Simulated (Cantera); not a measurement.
**Pyrogenic steam for wet oxidation**

An isothermal, constant-pressure homogeneous reactor starts with H2 : O2 : N2 = 0.88 : 1 : 6.6 (molar parts), equivalence ratio 0.44, at 1098 K and 18000 Pa.

Detailed kinetics in Cantera: GRI-Mech 3.0 (53 species, 325 reactions). The temperature is held fixed by assumption; the heat of reaction is taken as removed at once.

```csv
t (s),x H2,x O2,x NO,x OH,x NO2,x HO2,x O
1.00e-5,0.104,0.118,<1e-12,1.03e-11,<1e-12,1.86e-10,1.63e-11
3.53e-5,0.104,0.118,<1e-12,7.38e-11,<1e-12,6.75e-10,1.52e-10
0.000125,0.104,0.118,<1e-12,1.50e-9,<1e-12,3.28e-9,3.33e-9
0.000440,0.104,0.118,<1e-12,1.11e-5,<1e-12,5.53e-6,2.38e-5
0.00155,0.00332,0.0705,2.96e-6,0.00126,3.89e-10,1.23e-5,0.00233
0.00548,0.000186,0.0696,3.06e-6,0.000193,1.10e-8,4.92e-6,9.12e-5
0.0193,1.29e-5,0.0696,3.03e-6,5.31e-5,4.33e-8,6.97e-7,6.62e-6
0.0682,1.05e-6,0.0696,3.03e-6,1.94e-5,5.00e-8,9.43e-8,8.51e-7
0.241,1.44e-7,0.0696,3.04e-6,8.52e-6,3.35e-8,1.82e-8,1.64e-7
0.850,3.06e-8,0.0696,3.06e-6,4.16e-6,1.81e-8,4.54e-9,3.93e-8
3.00,7.78e-9,0.0696,3.06e-6,2.15e-6,1.12e-8,1.54e-9,1.05e-8
```
x: mole fraction; the columns are a selection and need not sum to one.

Equilibrium at this temperature and pressure: H2 1.23e-9, O2 0.0696, NO 4.93e-5, OH 8.05e-7, NO2 3.47e-7, HO2 1.16e-9, O 1.49e-9 (gas phase only).
